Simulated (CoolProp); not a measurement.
Vapour pressure (MPa) of R11: the reference equation beside estimates from Tc = 471.1 K, pc = 4.408 MPa, ω = 0.189. Clausius-Clapeyron is anchored at 276.8 K with a constant enthalpy of vaporisation of 25.90 kJ/mol.

The numbers come from the reference Helmholtz-energy equation of state, Jacobsen 1992 in CoolProp.

```
T (K)  reference  Clausius-Clapeyron  van der Waals  Soave-Redlich-Kwong
-----  ---------  ------------------  -------------  -------------------
216.7   0.001672            0.002070        0.06808             0.001656
226.7   0.003363            0.003902        0.09405             0.003321
236.7   0.006319            0.006972         0.1266             0.006230
246.7    0.01119             0.01188         0.1664              0.01103
256.8    0.01891             0.01953         0.2150              0.01864
266.8    0.03038             0.03076         0.2721              0.02998
276.8    0.04690             0.04690         0.3389              0.04637
286.8    0.06994             0.06944         0.4161              0.06927
296.8     0.1011              0.1001         0.5046               0.1004
306.9     0.1427              0.1414         0.6059               0.1420
316.9     0.1959              0.1948         0.7188               0.1953
326.9     0.2631              0.2631         0.8448               0.2629
336.9     0.3467              0.3491         0.9844               0.3470
347       0.4500              0.4568          1.140               0.4514
357       0.5734              0.5874          1.309               0.5763
```

Absolute difference from the reference over all 15 rows, mean and median: Clausius-Clapeyron 4.6 and 1.3 %, van der Waals 972.4 and 494.9 %, Soave-Redlich-Kwong 0.8 and 1.0 %.
